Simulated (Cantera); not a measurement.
An isothermal, constant-pressure homogeneous reactor starts with 2.56 % CO, 0.180 % O2, 2.37 % H2O, 94.9 % N2, at 1173 K and 10.0 bar.

Cantera simulation using GRI-Mech 3.0 (53 species, 325 reactions); the numbers are that mechanism's predictions, not measurements.

Task: Predict: x(CO) at 30.0 s; x(H2O) at 30.0 s; x(H2) at 30.0 s.

Result: 
| Quantity | Result |
|---|---|
| x(CO) at 30.0 s | 0.0173 (gas-phase equilibrium 0.0122) |
| x(H2O) at 30.0 s | 0.0190 (gas-phase equilibrium 0.0139) |
| x(H2) at 30.0 s | 0.00472 (gas-phase equilibrium 0.00987) |
